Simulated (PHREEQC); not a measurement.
**Ultrapure water in contact with air or piping: an equilibrium model**

Model water analysis in mmol/kgw, 20 °C, pH 5.84, pe 12.9:

| constituent | mmol/kgw |
|---|---|
| Na | 0.000213 |
| K | 0.00118 |
| Ca | 0.000127 |
| Mg | 0.000189 |
| Cl | 0.00082 |
| S(6) | 2.9e-05 |
| Alkalinity (meq/kgw) | 0.00118 |
| Br | 5.62e-05 |
| Cu(2) | 3.49e-06 |
| B | 1.71e-05 |
| N(5) | 3.01e-06 |

Valence states are taken as typed.

Equilibrium calculation in PHREEQC: ion-association model, phreeqc.dat.

No solid was allowed to form.

Problem. Estimate the ionic strength, charge-balance error.

Solution. ionic strength 3.87e-6 mol/kgw; charge-balance error -1.2 %.

Problem. In which forms is C present?

Solution. CO2 78 %, HCO3- 22 % of the C.
